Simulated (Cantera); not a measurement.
An isothermal plug-flow reactor at 700 K and 0.570 bar (inlet), inlet velocity 0.092 m/s, active area per volume 85 1/m; feed H2 : O2 : N2 : H2O = 0.017 : 0.054 : 0.79 : 0.01 (molar parts), equivalence ratio 0.16.

Model: Deutschmann's 1995 Pt surface mechanism with GRI-Mech 3.0 gas chemistry, integrated in Cantera. Catalytic surfaces can have several steady states; this one follows from the mechanism file's or the stated starting coverage. Mass transfer to the wall is taken as infinitely fast.

x: gas mole fraction; θ: surface coverage.

| z (m) | x H2 | x O2 | x H2O | θ free Pt | θ O* | θ OH* |
|---|---|---|---|---|---|---|
| 0.00025 | 0.00348 | 0.0544 | 0.0278 | 0.115 | 0.877 | ? |
| 0.00045 | 0.00206 | 0.0537 | 0.0292 | 0.0698 | 0.924 | ? |
| 0.0008 | 0.00118 | 0.0533 | 0.0301 | 0.0424 | 0.952 | ? |
| 0.0014 | 0.000648 | 0.0531 | 0.0306 | 0.0273 | 0.968 | ? |
| 0.0025 | 0.000312 | 0.0529 | 0.0310 | 0.0192 | 0.977 | ? |
| 0.0045 | 0.000115 | 0.0528 | 0.0312 | 0.0153 | 0.982 | 0.00319 |
| 0.008 | 2.58e-5 | 0.0528 | 0.0313 | 0.0138 | 0.983 | 0.00303 |
| 0.014 | 2.31e-6 | 0.0528 | 0.0313 | 0.0134 | 0.984 | 0.00299 |
| 0.025 | 2.90e-8 | 0.0528 | 0.0313 | 0.0134 | 0.984 | 0.00299 |

**Question.** Some entries are withheld; supply them.

**Answer.** 
- 0.00025, θ OH*: 0.00801
- 0.00045, θ OH*: 0.00649
- 0.0008, θ OH*: 0.00518
- 0.0014, θ OH*: 0.00421
- 0.0025, θ OH*: 0.00356
